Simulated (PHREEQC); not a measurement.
**Sulfide liquor**

Make-up at 70 °C: 0.022 mol NH4HS, 7.1e-05 mol HCl and 0.0093 mol CsOH per kg of water. Closed to the air; pH follows from the charge balance.

All values are PHREEQC results (ion-association model, wateq4f.dat), not measurements.

No solid was allowed to form.

Q: What pH, ionic strength does the model give?

A: pH 8.03; ionic strength 0.0215 mol/kgw.

Q: In which forms is S present?

A: HS- 97 %, H2S 2.9 % of the S.

Complexes and solids missing from the database can't appear. At this temperature some constants are extrapolated from 25 °C, and those without enthalpy data are left unchanged. The polysulfide entries of wateq4f.dat were taken out for this run.
